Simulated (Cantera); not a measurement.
Input: 1 mol SiC, 0.33 mol N₂O, 93 mol H₂, at 220 Pa.

Equilibrium computed with Cantera from the NASA thermochemical tables; the gas is ideal and each condensed phase is pure. Candidate condensed phases: C, C₆H₆, C₇H₈, C₈H₁₈, H₂O, Si, SiC, SiO₂, Si₂N₂O, Si₃N₄; 151 gas species. Mutual solubility and eutectic melting of coexisting phases are not modelled. Kinetics and transport are ignored.

x: gas mole fraction; n: condensed amount in mol.

```tsv
T (K)	x H₂	x N₂	x H	x CO	x SiO	x CH₄	n C(graphite)	n SiC(s)	n Si₂N₂O(s)
1075	1.000	1.68e-5	3.13e-7	1.68e-5	…	9.92e-5	0.646	0.343	0.328
1150	1.000	0.000201	1.59e-6	0.000202	…	5.14e-5	0.599	0.378	0.311
1225	0.996	0.00177	6.63e-6	0.00177	…	2.87e-5	0.161	0.671	0.165
1300	0.995	0.00236	2.35e-5	0.00235	…	5.77e-6	0	0.780	0.109
1375	0.995	0.00249	7.29e-5	0.00228	…	1.18e-6	0	0.786	0.0969
1450	0.993	0.00348	0.000201	0.00178	0.00170	2.91e-7	0	0.833	0.00370
1525	0.992	0.00352	0.000502	0.00176	0.00176	2.30e-7	0	0.835	0
1600	0.992	0.00352	0.00115	0.00176	0.00176	1.90e-7	0	0.834	0
1675	0.990	0.00351	0.00246	0.00178	0.00174	1.61e-7	0	0.832	0
```

### Question
What belongs in the gaps?

### Answer

- 1075, x SiO: 2.70e-9
- 1150, x SiO: 5.77e-8
- 1225, x SiO: 8.42e-7
- 1300, x SiO: 1.54e-5
- 1375, x SiO: 0.000212
